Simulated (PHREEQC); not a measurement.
0.17 g of hydrous ferric oxide (600 m²/g; 0.2 weak and 0.005 strong sites per Fe, Dzombak-Morel constants, diffuse double layer) in 1 kg of water with 0.001 mol/kgw of an inert sodium salt and 0.088 mmol/kgw Na2SO4, at 25 °C; the pH is set by adding NaOH or the inert anion's acid. O2 is buffered at 0.21 atm. No CO2 enters from the air. No solid was allowed to form.

The numbers come from PHREEQC with the ion-association model, wateq4f.dat.

```json
[
 {"pH": "3", "S sorbed (%)": "100.0", "surface charge σ (C/m²)": "0.149", "surface potential ψ (mV)": "204"},
 {"pH": "3.5", "S sorbed (%)": "100.0", "surface charge σ (C/m²)": "0.102", "surface potential ψ (mV)": "195"},
 {"pH": "4", "S sorbed (%)": "99.9", "surface charge σ (C/m²)": "0.066", "surface potential ψ (mV)": "177"},
 {"pH": "4.5", "S sorbed (%)": "99.4", "surface charge σ (C/m²)": "0.041", "surface potential ψ (mV)": "154"},
 {"pH": "5", "S sorbed (%)": "96.6", "surface charge σ (C/m²)": "0.026", "surface potential ψ (mV)": "130"},
 {"pH": "5.5", "S sorbed (%)": "85.1", "surface charge σ (C/m²)": "0.017", "surface potential ψ (mV)": "109"},
 {"pH": "6", "S sorbed (%)": "62.2", "surface charge σ (C/m²)": "0.012", "surface potential ψ (mV)": "91"},
 {"pH": "6.5", "S sorbed (%)": "35.2", "surface charge σ (C/m²)": "0.008", "surface potential ψ (mV)": "75"},
 {"pH": "7", "S sorbed (%)": "12.7", "surface charge σ (C/m²)": "0.006", "surface potential ψ (mV)": "58"},
 {"pH": "7.5", "S sorbed (%)": "2.3", "surface charge σ (C/m²)": "0.003", "surface potential ψ (mV)": "34"},
 {"pH": "8", "S sorbed (%)": "0.3", "surface charge σ (C/m²)": "0.001", "surface potential ψ (mV)": "6"},
 {"pH": "8.5", "S sorbed (%)": "0.0", "surface charge σ (C/m²)": "-0.002", "surface potential ψ (mV)": "-23"},
 {"pH": "9", "S sorbed (%)": "0.0", "surface charge σ (C/m²)": "-0.005", "surface potential ψ (mV)": "-51"}
]
```

The oxide is taken as insoluble; below pH 4 it would dissolve.
